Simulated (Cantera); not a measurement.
Input: 1 mol SiH₄, 0.048 mol C₂H₄, 1500 mol H₂, equilibrated at 1.00 bar.

These are equilibrium values from Cantera (NASA tables, ideal gas, pure condensed phases), not measurements of a reactor. Candidate condensed phases: C, C₆H₆, C₇H₈, C₈H₁₈, Si, SiC; 87 gas species. Mutual solubility and eutectic melting of coexisting phases are not modelled. Kinetics and transport are ignored. All values below are at 1425 K.

Base state: H₂ 1.000, CH₄ 2.02e-5 (mole fractions); condensed: Si(s) + SiC(s).

Q: What changes in the equilibrium state with this change: pressure from 1.00 bar to 0.00240 bar?

A: 
| species | before | after |
|---|---|---|
| H₂ | 1.000 | 1.000 |
| H | 6.82e-6 | 0.000139 |
| CH₄ | 2.02e-5 | 4.84e-8 |
| Si(s), mol | 0.932 | 0.902 |
| SiC(s), mol | 0.0657 | 0.0959 |
